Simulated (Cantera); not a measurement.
An isothermal, constant-pressure homogeneous reactor starts with N₂O : H₂ : N₂ = 1 : 0.024 : 7 (molar parts), at 1548 K and 0.168 atm. Integrator tolerance rtol = 1e-08.

Cantera simulation using GRI-Mech 3.0 (53 species, 325 reactions); the numbers are that mechanism's predictions, not measurements. GRI-Mech 3.0 was tuned for natural gas; its chemistry of N2O as a main component is partial and can be far from experiment. The temperature is held fixed by assumption; the heat of reaction is taken as removed at once.

| quantity | before | after |
|---|---|---|
| x(N₂O) at 40.0 s | 2.00e-7 (gas-phase equilibrium 2.39e-8) | 0.103 (gas-phase equilibrium 1.07e-9) |
| x(H₂) at 40.0 s | 1.14e-7 (gas-phase equilibrium 1.01e-7) | 1.79e-9 (gas-phase equilibrium 1.04e-11) |
| x(NO) at 40.0 s | 0.0237 (gas-phase equilibrium 0.000877) | 0.000869 (gas-phase equilibrium 3.03e-5) |
| x(O) at 40.0 s | 3.98e-6 (gas-phase equilibrium 4.44e-6) | 1.12e-7 (gas-phase equilibrium 3.91e-10) |
| x(O₂) at 40.0 s | 0.0455 (gas-phase equilibrium 0.0569) | 0.00852 (gas-phase equilibrium 0.0573) |
| x(H₂O) at 40.0 s | 0.00281 (gas-phase equilibrium 0.00281) | 0.00296 (gas-phase equilibrium 0.00282) |

Question: Name the change that produced these shifts.
A) N2 7 to 0.75 parts
B) pressure from 0.168 atm to 0.395 atm
C) temperature 1548 to 1050 K
D) pressure from 0.168 atm to 0.276 atm

Answer: C, temperature 1548 to 1050 K
